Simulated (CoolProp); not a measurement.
Computed with CoolProp (reference Helmholtz-energy equation of state, de Reuck 1990).

Problem. For fluorine, give the phase and the cv (kJ/(kg K)) at -134.85 °C and 0.101 MPa.

Solution. 
- -134.85 °C and 0.101 MPa: gas; cv 0.553
